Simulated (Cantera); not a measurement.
Input: 1 mol SiHCl3, 0.22 mol N2, 35 mol H2, equilibrated at 8.90 Pa.

Cantera equilibrium calculation (NASA polynomials, part measured and part estimated; ideal gas, pure solids and liquids). Candidate condensed phases: NH4Cl, Si, Si3N4; 28 gas species. The tables' values for SiCl, SiCl3 are old estimates; treat these amounts as uncertain. Rates play no part.

Task: At 1450 K, list the 7 most abundant gas species with their mole fractions, and the condensed phases.

Result: H2 0.924, HCl 0.0580, SiCl2 0.0112, N2 0.00591, H 0.000964, Cl 4.92e-5, Si 3.46e-5. Condensed: Si(s).
